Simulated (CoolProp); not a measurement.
Saturated liquid density (kg/m³) of dimethyl carbonate: the reference equation beside estimates from Tc = 283.9 °C, pc = 4909 kPa, ω = 0.346.

Values from CoolProp's reference Helmholtz-energy equation of state, Zhou 2011.

```csv
T (°C),reference,van der Waals,Redlich-Kwong
13.95,1078,620.5,920.4
16.95,1074,618.6,…
19.95,1070,616.6,914.0
22.85,1066,614.7,…
25.85,1062,612.8,907.5
28.85,1058,…,904.2
31.85,1054,…,900.8
34.85,1050,606.8,897.5
37.85,1046,604.7,894.0
40.85,1042,602.7,890.6
43.85,1038,600.6,887.1
46.85,…,598.6,883.5
```

Question: Some entries are withheld; supply them.

Answer: 
- 16.95, Redlich-Kwong: 917.2
- 22.85, Redlich-Kwong: 910.8
- 28.85, van der Waals: 610.8
- 31.85, van der Waals: 608.8
- 46.85, reference: 1034

Absolute difference from the reference over all 12 rows, mean and median: van der Waals 42.3 and 42.3 %, Redlich-Kwong 14.6 and 14.5 %.
